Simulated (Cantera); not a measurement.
A Cantera script and what it prints.

```python
import numpy as np
import cantera as ct

gas_names = [...]  # 92 gases of nasa_gas.yaml made of C, H, N
cond_names = """
    C(gr) C6H6(L) C7H8(L) C8H18(L),n-octa
""".split()


# ... load() reads the species with a 1 bar reference pressure and builds the phases ...
atoms = {
    'C3H8': {'C': 3, 'H': 8},
    'NH3': {'N': 1, 'H': 3},
    'H2': {'H': 2},
}
top_T = {'C(gr)': 4500}  # K; cautious upper limits of use, not melting points


# ... equilibrate(T, P, feed) seeds the gas with the atoms and calls Mixture.equilibrate('TP', solver="vcs", rtol=1e-11, max_steps=5000) ...
results = []
feed = {'C3H8': 1, 'NH3': 2.7, 'H2': 29}  # mol
P = 1333.22  # Pa
for T in [2225, 2325, 2425, 2525, 2625, 2725, 2825]:
    mix = equilibrate(T, P, feed)
    results.append((T, P, feed, dict(zip(mix.species_names, mix.species_moles))))

top = {s: max(r[3][s] / sum(r[3][g] for g in gas_names) for r in results) for s in gas_names}
cols = sorted((s for s in top if top[s] > 0.0001), key=lambda s: -top[s])[:6]
seen = [c for c in cond_names if any(r[3].get(c, 0) > 1e-12 for r in results)]
print("log10 of partial pressures in bar; condensed amounts in mol")
print(f"{'T/K':>10s}" + "".join(f"{s[:9]:>10s}" for s in cols + seen))
for T, P, feed, n in results:
    ng = sum(n[g] for g in gas_names)
    print(f"{T:10.4g}" + "".join(f"{np.log10(max(n[s] / ng * P / 1e5, 1e-99)):10.3f}" for s in cols)
          + "".join(f"{n.get(c, 0):10.4g}" for c in seen))
```

It prints:

```
log10 of partial pressures in bar; condensed amounts in mol
       T/K        H2         H        N2 C2H2,acet       HCN        C3     C(gr)
      2225    -1.918    -3.147    -3.380    -4.450    -4.135    -8.400     2.554
      2325    -1.936    -2.927    -3.402    -4.247    -4.024    -7.578     2.341
      2425    -1.963    -2.729    -3.431    -4.071    -3.931    -6.827     2.058
      2525    -2.004    -2.554    -3.468    -3.924    -3.859    -6.136     1.693
      2625    -2.060    -2.402    -3.512    -3.808    -3.807    -5.500     1.231
      2725    -2.137    -2.273    -3.564    -3.725    -3.776    -4.913    0.6158
      2825    -2.236    -2.167    -3.613    -3.731    -3.790    -4.449         0
```

Method: chemical equilibrium by Gibbs-energy minimisation in Cantera with the NASA 1993 tables (ideal gas, pure condensed phases).
